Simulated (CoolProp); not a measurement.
Computed with CoolProp (reference Helmholtz-energy equation of state, Lemmon 2005).

### Question
Give the vapour pressure (bar), surface tension (mN/m), liquid conductivity (mW/(m K)) of saturated R125 at 263.5, 283.7 K.

### Answer
```tsv
T (K)	p (bar)	surface tension (mN/m)	liquid conductivity (mW/(m K))
263.5	4.88	8.21	74.0
283.7	9.23	5.59	65.4
```

Thermal conductivity comes from a separate model (Perkins 2006). Surface tension comes from a separate correlation (Mulero 2012).
